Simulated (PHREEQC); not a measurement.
Brine: an equilibrium model

A solution holds 0.95 mol/kgw MgCl2 and 3.1 mol/kgw CaCl2, at 20 °C. Closed to the air; pH follows from the charge balance.

All values are PHREEQC results (Pitzer model, pitzer.dat), not measurements.

Precipitation was switched off in this run.

Task: Predict the activity of water.

Result: activity of water 0.610.
